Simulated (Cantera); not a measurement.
Thermodynamics of fluorocarbon and chlorocarbon gases, feed CH3F + H2

Feed: 1 mol CH3F, 0.11 mol H2, held at 2273 K.

Equilibrium computed with Cantera from the NASA thermochemical tables; the gas is ideal and each condensed phase is pure. Candidate condensed phases: C, C6H6, C7H8, C8H18; 95 gas species. Equilibrium is a limit: real reactors are often held back by kinetics, nucleation or transport.

```tsv
P (Pa)	log p H	log p H2	log p HF	log p F	log p C2H2 (acetylene)	n C(graphite)
1	-5.21	-6.27	-5.49	-7.40	-8.69	0.986
10	-4.40	-4.65	-4.42	-7.13	-7.08	0.994
100	-3.78	-3.40	-3.36	-6.70	-5.82	0.993
1000	-3.24	-2.32	-2.34	-6.22	-4.74	0.992
10000	-2.72	-1.29	-1.33	-5.72	-3.72	0.992
100000	-2.22	-0.28	-0.33	-5.22	-2.71	0.992
```
log p: log10 of the partial pressure in bar; n: condensed amount in mol.

From 1.00e-5 bar to 1.00 bar the condensed part is C(graphite). The main C-bearing gas is C3 at 1.00e-5 bar and C2H2 (acetylene) at 1.00 bar.
